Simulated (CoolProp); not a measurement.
Values from CoolProp's reference Helmholtz-energy equation of state, Rui 2013.

Q: For R236EA, give the phase and the cv (kJ/(kg K)), speed of sound (m/s) at 21.25 °C and 0.934 MPa; 95.25 °C and 0.13 MPa.

A: 
- 21.25 °C and 0.934 MPa: liquid; cv 0.885, speed of sound 608
- 95.25 °C and 0.13 MPa: gas; cv 0.902, speed of sound 144
